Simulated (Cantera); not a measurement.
# Thermodynamics of oxide etching and cleaning by halides, feed CaO + NF₃ + O₂

A closed system holds: 1 mol CaO, 0.73 mol NF₃, 0.12 mol O₂, equilibrated at 1200 °C and 7.50 Pa.

These are equilibrium values from Cantera (NASA tables, ideal gas, pure condensed phases), not measurements of a reactor. Candidate condensed phases: Ca, CaF₂, CaO; 22 gas species. The numbers say what is thermodynamically allowed, not how fast it happens.

The x(O₂) comes out as 0.518 and the x(N₂) is 0.305. The x(F) is 0.159 and the x(CaF₂) is 0.0162. The x(NO) is 0.00105, the x(O) comes out as 0.000233 and the n(CaF₂(s)) is 0.981 mol. The gas amount comes out as 1.195 mol and the log10 activity of Ca(l) (absent) is -24.11.
